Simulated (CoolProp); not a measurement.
Propylene along the isotherm 129.55 °C: fugacity coefficient from the reference equation and from simpler models built on Tc = 91.1 °C, pc = 4.555 MPa, ω = 0.146; each cubic takes its own stable root.

Computed with CoolProp (reference Helmholtz-energy equation of state, Lemmon 2013).

```
p (MPa)  phase   reference  van der Waals  Redlich-Kwong  Soave-Redlich-Kwong  Peng-Robinson
-------  -----  ----------  -------------  -------------  -------------------  -------------
0.228      gas      0.9875         0.9884         0.9873               0.9877         0.9860
0.455      gas      0.9752         0.9769         0.9748               0.9755         0.9722
0.683      gas      0.9628         0.9653         0.9622           (withheld)         0.9585
0.911      gas      0.9506         0.9538         0.9498               0.9514         0.9448
1.14       gas  (withheld)         0.9423         0.9374               0.9393         0.9313
1.37       gas      0.9261         0.9307         0.9250           (withheld)         0.9178
1.59       gas      0.9145         0.9197         0.9131               0.9159         0.9051
1.82       gas      0.9024         0.9081         0.9009           (withheld)         0.8919
2.05       gas      0.8904         0.8966         0.8887               0.8922         0.8788
2.28       gas      0.8785         0.8851         0.8765               0.8804         0.8658
```

Problem. Some entries are withheld; supply them.

Solution. 
- 0.683, Soave-Redlich-Kwong: 0.9634
- 1.14, reference: 0.9383
- 1.37, Soave-Redlich-Kwong: 0.9273
- 1.82, Soave-Redlich-Kwong: 0.9040
